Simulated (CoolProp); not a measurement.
Decamethylcyclopentasiloxane (D5) along the isobar 2.86 MPa: density (kg/m³) from the reference equation and from simpler models built on Tc = 345.1 °C, pc = 1.078 MPa, ω = 0.631; each cubic takes its own stable root.

Values from CoolProp's reference Helmholtz-energy equation of state, Thol 2019.

```
T (°C)          phase  reference  Redlich-Kwong  Soave-Redlich-Kwong  Peng-Robinson
------  -------------  ---------  -------------  -------------------  -------------
277.15         liquid      675.0          561.8                594.4          668.7
282.55         liquid      667.2          555.8                586.7          659.7
287.85         liquid      659.5          549.8                578.9          650.6
293.25         liquid      651.4          543.6                570.7          641.1
298.55         liquid      643.3          537.4                562.4          631.5
303.95         liquid      634.8          531.1                553.8          621.4
309.35         liquid      626.1          524.6                544.9          611.0
314.65         liquid      617.3          518.2                536.0          600.5
320.05         liquid      608.1          511.6                526.6          589.5
325.45         liquid      598.6          504.9                517.0          578.2
330.75         liquid      588.9          498.2                507.3          566.7
336.15         liquid      578.8          491.3                497.2          554.7
341.45         liquid      568.4          484.5                486.9          542.5
346.85  supercritical      557.5          477.4                476.3          529.8
```
